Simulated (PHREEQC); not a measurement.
Acid mine or pickling water

A made-up water analysis in mmol/kgw, 25 °C, pH 1.96, pe 9.1:

```
constituent  mmol/kgw
-----------  --------
Na               5.98
K               0.146
Ca               1.97
Mg               1.16
Cl               3.63
S(6)             15.2
Cd            0.00248
```

Na is adjusted to close the charge balance.
Valence states are taken as typed.

Model: ion-association model, phreeqc.dat, run in PHREEQC.

Each row changes one thing in this solution. This is a speciation only: nothing precipitates in the calculation.

```csv
case,ionic strength (mol/kgw),HSO4- (mol/kgw),Mg+2 (mol/kgw),CaSO4 (mol/kgw),MgSO4 (mol/kgw),NaSO4- (mol/kgw),SI of Gypsum (CaSO4:2H2O),SI of Halite (NaCl)
as made,0.0371,0.00546,0.000764,0.000535,0.000396,0.000198,-0.94,-6.20
Cl from 3.63 to 10.9 mmol/kgw,0.0447,[?],0.000786,0.000502,0.000374,0.000338,-0.96,-5.48
Mg from 1.16 to 2.32 mmol/kgw,0.0371,0.00533,0.00154,0.000527,0.000780,0.000149,-0.94,[?]
temperature from 25 to 35 °C at the same typed pH,0.0355,0.00622,0.000723,0.000525,0.000437,0.000176,-0.97,-6.24
```

**Question.** Complete the blanks.

**Answer.** 
- Cl from 3.63 to 10.9 mmol/kgw, HSO4- (mol/kgw): 0.00530
- Mg from 1.16 to 2.32 mmol/kgw, SI of Halite (NaCl): -6.31

Complexes and solids missing from the database can't appear.
